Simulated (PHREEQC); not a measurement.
1 kg of water holding 20 mmol/kgw KCl and 55 mmol/kgw KHCO3 is evaporated at 5 °C; the solids stay in contact with the brine. No CO2 enters from the air. Only these solids could form: Kalicinite, Sylvite.

Model: Pitzer model, pitzer.dat, run in PHREEQC.

| water left (kg) | ionic strength | water activity | C in solution (mol/kgw) | K in solution (mol/kgw) | Cl in solution (mol/kgw) | pH |
|---|---|---|---|---|---|---|
| 1 | 0.0756 | 0.997 | 0.0550 | 0.0750 | 0.0200 | 8.33 |
| 0.5552 | 0.136 | 0.996 | 0.0991 | 0.135 | 0.0360 | ? |
| 0.3082 | 0.246 | 0.992 | 0.178 | 0.243 | 0.0649 | 8.22 |
| 0.1711 | 0.443 | ? | 0.321 | 0.438 | 0.117 | ? |
| 0.09502 | 0.798 | 0.975 | 0.579 | 0.789 | 0.210 | 8.08 |
| 0.05276 | 1.44 | 0.957 | 1.04 | 1.42 | 0.379 | 7.99 |
| 0.0293 | 2.59 | ? | 1.88 | 2.56 | 0.683 | ? |
| 0.01627 | 4.65 | ? | 3.38 | 4.61 | 1.23 | 7.76 |
| 0.009025 | 8.35 | 0.845 | 6.09 | 8.31 | 2.22 | 7.67 |

**Question.** What belongs in the gaps?

**Answer.** 
- 0.5552, pH: 8.28
- 0.1711, water activity: 0.986
- 0.1711, pH: 8.16
- 0.0293, water activity: 0.926
- 0.0293, pH: 7.88
- 0.01627, water activity: 0.880

At this temperature some constants are extrapolated from 25 °C, and those without enthalpy data are left unchanged.
